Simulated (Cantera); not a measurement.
An isothermal, constant-pressure homogeneous reactor starts with CH4 : N2 = 1 : 5.5 (molar parts), at 1475 K and 0.260 bar. Integrator tolerance rtol = 1e-08.

Detailed kinetics in Cantera: GRI-Mech 3.0 (53 species, 325 reactions). GRI-Mech 3.0 stops at C3 and has no aromatics, soot or wall deposition, so with more carbon than oxygen in the feed, carbon stays in small species such as C2H2 where larger ones or solid carbon would form.

Question: What does this change do: CH4 1 to 0.4 parts?

Answer: 
```csv
quantity,before,after
x(CH4) at 7.00 s,0.0405 (gas-phase equilibrium 0.00425),0.0192 (gas-phase equilibrium 0.000814)
x(C2H6) at 7.00 s,1.06e-5 (gas-phase equilibrium 2.86e-7),5.69e-6 (gas-phase equilibrium 2.16e-8)
x(H) at 7.00 s,6.72e-6 (gas-phase equilibrium 1.13e-5),4.66e-6 (gas-phase equilibrium 7.85e-6)
x(CH2) at 7.00 s,1.35e-9 (gas-phase equilibrium 2.33e-10),1.43e-9 (gas-phase equilibrium 9.19e-11)
x(H2) at 7.00 s,0.147 (gas-phase equilibrium 0.194),0.0681 (gas-phase equilibrium 0.0940)
x(C2H4) at 7.00 s,0.000779 (gas-phase equilibrium 0.000541),0.000200 (gas-phase equilibrium 8.45e-5)
x(C2H) at 7.00 s,3.56e-9 (gas-phase equilibrium 2.76e-9),2.48e-9 (gas-phase equilibrium 1.28e-9)
```

Question: What does this change do: pressure from 0.260 bar to 0.0820 bar?

Answer: 
```csv
quantity,before,after
x(CH4) at 7.00 s,0.0405 (gas-phase equilibrium 0.00425),0.0608 (gas-phase equilibrium 0.00141)
x(C2H6) at 7.00 s,1.06e-5 (gas-phase equilibrium 2.86e-7),1.79e-5 (gas-phase equilibrium 3.07e-8)
x(H) at 7.00 s,6.72e-6 (gas-phase equilibrium 1.13e-5),8.17e-6 (gas-phase equilibrium 2.03e-5)
x(CH2) at 7.00 s,1.35e-9 (gas-phase equilibrium 2.33e-10),4.37e-9 (gas-phase equilibrium 2.39e-10)
x(H2) at 7.00 s,0.147 (gas-phase equilibrium 0.194),0.120 (gas-phase equilibrium 0.198)
x(C2H4) at 7.00 s,0.000779 (gas-phase equilibrium 0.000541),0.000402 (gas-phase equilibrium 0.000180)
x(C2H) at 7.00 s,3.56e-9 (gas-phase equilibrium 2.76e-9),4.35e-9 (gas-phase equilibrium 5.03e-9)
```
